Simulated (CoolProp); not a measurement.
Vapour-liquid equilibrium of toluene (1) + o-xylene (2) at 0.0813 MPa; x and y are mole fractions of (1).

Values from CoolProp's multi-fluid Helmholtz-energy mixture model, Lemmon 2006 and Zhou 2012; pair parameters Bell 2016.

| x | bubble temperature, mixture model (°C) | bubble temperature, Raoult's law (°C) | y, mixture model | y, Raoult's law |
|---|---|---|---|---|
| 0.05 | 133.9 | 133.7 | 0.109 | 0.115 |
| 0.2 | (withheld) | 126.9 | 0.378 | 0.387 |
| 0.35 | 121.1 | 121.0 | 0.576 | 0.582 |
| 0.5 | (withheld) | 116.0 | (withheld) | 0.725 |
| 0.65 | 111.5 | 111.6 | 0.829 | 0.832 |
| 0.8 | 107.6 | 107.6 | (withheld) | 0.916 |
| 0.95 | 104.1 | 104.1 | 0.980 | 0.981 |

**Question.** What belongs in the gaps?

**Answer.** 
- 0.2, bubble temperature, mixture model (°C): 127.1
- 0.5, bubble temperature, mixture model (°C): 115.9
- 0.5, y, mixture model: 0.721
- 0.8, y, mixture model: 0.912

The largest gap from Raoult's law is +0.2 K in bubble temperature, at x = 0.2. No azeotrope shows between x = 0.05 and 0.95.

Pair parameters are fitted to limited data, so mixtures are less certain than the pure fluids.
